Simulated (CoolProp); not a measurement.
Vapour pressure (bar) of sulfur dioxide: the reference equation beside estimates from Tc = 430.6 K, pc = 78.87 bar, ω = 0.256.

Values from CoolProp's reference Helmholtz-energy equation of state, Gao 2016.

```csv
T (K),reference,Lee-Kesler,van der Waals,Soave-Redlich-Kwong
246,0.4423,0.4311,5.129,0.4369
259.3,0.8511,0.8360,6.992,0.8428
272.5,1.514,1.498,9.251,1.503
285.7,2.532,2.520,11.95,2.522
298.9,4.021,4.018,15.14,4.016
312.1,6.107,6.121,18.83,6.118
325.4,8.956,8.988,23.09,8.997
338.6,12.67,12.72,27.89,12.77
```

Absolute difference from the reference over all 8 rows, mean and median: Lee-Kesler 0.9 and 0.4 %, van der Waals 428.4 and 324.2 %, Soave-Redlich-Kwong 0.6 and 0.6 %.
